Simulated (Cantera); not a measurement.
What does this Cantera script print?

```python
import numpy as np
import cantera as ct

gas_names = [...]  # 148 gases of nasa_gas.yaml made of Al, C, H, N, O
cond_names = """
    AL(cr) AL(L) ALN(s) AL2O3(a) AL2O3(L) C(gr) C6H6(L) C7H8(L) C8H18(L),n-octa H2O(s) H2O(L)
""".split()


# ... load() reads the species with a 1 bar reference pressure and builds the phases ...
atoms = {
    'Al(CH3)3': {'AL': 1, 'C': 3, 'H': 9},
    'N2O': {'N': 2, 'O': 1},
    'H2': {'H': 2},
}
top_T = {'ALN(s)': 2750, 'C(gr)': 4500}  # K; cautious upper limits of use, not melting points


# ... equilibrate(T, P, feed) seeds the gas with the atoms and calls Mixture.equilibrate('TP', solver="vcs", rtol=1e-11, max_steps=5000) ...
results = []
feed = {'Al(CH3)3': 1, 'N2O': 40, 'H2': 670}  # mol
P = 46  # Pa
for T in [625, 775, 925, 1075, 1225, 1375, 1525, 1675, 1825, 1975]:
    mix = equilibrate(T, P, feed)
    results.append((T, P, feed, dict(zip(mix.species_names, mix.species_moles))))

top = {s: max(r[3][s] / sum(r[3][g] for g in gas_names) for r in results) for s in gas_names}
cols = sorted((s for s in top if top[s] > 0.001), key=lambda s: -top[s])[:8]
seen = [c for c in cond_names if any(r[3].get(c, 0) > 1e-12 for r in results)]
print("log10 of partial pressures in bar; condensed amounts in mol")
print(f"{'T/K':>10s}" + "".join(f"{s[:9]:>10s}" for s in cols + seen))
for T, P, feed, n in results:
    ng = sum(n[g] for g in gas_names)
    print(f"{T:10.4g}" + "".join(f"{np.log10(max(n[s] / ng * P / 1e5, 1e-99)):10.3f}" for s in cols)
          + "".join(f"{n.get(c, 0):10.4g}" for c in seen))
```

Output:

```
log10 of partial pressures in bar; condensed amounts in mol
       T/K        H2         H        N2       H2O        CO       CO2       CH4  AL2O3(a)
       625    -3.388   -17.263    -4.590    -4.643    -6.215    -6.154    -6.209       0.5
       775    -3.387   -13.697    -4.591    -4.651    -5.822    -6.382    -9.367       0.5
       925    -3.387   -11.278    -4.591    -4.647    -5.762    -6.715   -11.749       0.5
      1075    -3.387    -9.527    -4.591    -4.645    -5.741    -6.967   -13.503       0.5
      1225    -3.387    -8.200    -4.591    -4.644    -5.732    -7.155   -14.838       0.5
      1375    -3.388    -7.159    -4.591    -4.644    -5.727    -7.299   -15.887       0.5
      1525    -3.388    -6.320    -4.591    -4.644    -5.725    -7.411   -16.729       0.5
      1675    -3.390    -5.630    -4.592    -4.645    -5.724    -7.500   -17.423       0.5
      1825    -3.396    -5.054    -4.595    -4.648    -5.726    -7.571   -18.015    0.4997
      1975    -3.415    -4.571    -4.604    -4.659    -5.734    -7.631   -18.551    0.4949
```

Equilibrium computed with Cantera from the NASA thermochemical tables; the gas is ideal and each condensed phase is pure. The feed counts by its element totals alone.
